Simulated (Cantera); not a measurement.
Feed: 1 mol Fe3O4, 13 mol CO, 2 mol H2, equilibrated at 39.0 Pa.

Method: chemical equilibrium by Gibbs-energy minimisation in Cantera with the NASA 1993 tables (ideal gas, pure condensed phases). Candidate condensed phases: C, C6H6, C7H8, C8H18, Fe, Fe(CO)5, FeO, Fe(OH)2, Fe(OH)3, Fe2O3, Fe3O4, H2O; 114 gas species. Kinetics and transport are ignored. All values below are at 2050 K.

Base state: CO 0.558, Fe 0.159, CO2 0.153, H2O 0.0544, H2 0.0415, H 0.0234, FeO 0.00468, OH 0.00335 (mole fractions); condensed: gas only.

**Question.** What changes in the equilibrium state with this change: H2 from 2 to 15 mol?

**Answer.** 
```csv
species,before,after
CO,0.558,0.381
H2,0.0415,0.335
H2O,0.0544,0.0980
CO2,0.153,0.0234
H,0.0234,0.0665
Fe,0.159,0.0928
O2,0.000766,3.82e-5
FeO,0.00468,0.000609
O,0.00136,0.000305
OH,0.00335,0.00213
```
